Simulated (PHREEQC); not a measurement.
1 kg of water holding 0.21 mol/kgw KCl, 0.00078 mol/kgw CaSO4, 0.09 mol/kgw NaBr and 0.15 mol/kgw NaCl is evaporated at 25 °C; the solids stay in contact with the brine. CO2 from the air is kept out. Only these solids could form: Arcanite, Glaserite, Glauberite, Gypsum, Anhydrite, Halite, Mirabilite, Misenite, Portlandite, Sylvite, Syngenite, Thenardite.

The series has 20 steps of water left (kg), from 1 to 0.02407.

Computed with PHREEQC (Pitzer model, pitzer.dat).

**Question.** Which solids form, in which order, and at which step of the series does each first stand?

**Answer.** Sylvite from water left = 0.06418 kg; Halite from water left = 0.04335 kg.

Species that the database lacks are ignored.
